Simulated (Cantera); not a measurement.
**Moist CO burnout**

An isothermal, constant-pressure homogeneous reactor starts with 0.120 % CO, 0.259 % O2, 0.0149 % H2O, 99.6 % N2, equivalence ratio 0.23, at 1098 K and 1.00 bar.

Computed with Cantera and GRI-Mech 3.0 (53 species, 325 reactions).

| t (s) | x CO | x O2 | x H2O | x N2O | x H2O2 |
|---|---|---|---|---|---|
| 4.00e-6 | 0.00120 | 0.00259 | 0.000149 | <1e-12 | <1e-12 |
| 2.59e-5 | 0.00120 | 0.00259 | 0.000149 | <1e-12 | <1e-12 |
| 0.000168 | 0.00120 | 0.00259 | 0.000149 | <1e-12 | <1e-12 |
| 0.00109 | 0.00120 | 0.00259 | 0.000149 | <1e-12 | <1e-12 |
| 0.00703 | 0.00120 | 0.00259 | 0.000149 | <1e-12 | <1e-12 |
| 0.0455 | 0.00120 | 0.00259 | 0.000149 | 1.14e-11 | <1e-12 |
| 0.295 | 0.000891 | 0.00243 | 0.000147 | 2.76e-7 | 2.89e-9 |
| 1.91 | 7.23e-5 | 0.00203 | 0.000149 | 9.69e-7 | 4.02e-10 |
| 12.4 | 8.42e-7 | 0.00199 | 0.000149 | 8.19e-7 | 8.39e-12 |
| 80.0 | 7.36e-10 | 0.00199 | 0.000149 | 9.65e-8 | 1.04e-12 |
x: mole fraction; the columns are a selection and need not sum to one.

Equilibrium at this temperature and pressure: CO 3.41e-11, O2 0.00199, H2O 0.000149, N2O 7.77e-10, H2O2 <1e-12 (gas phase only).
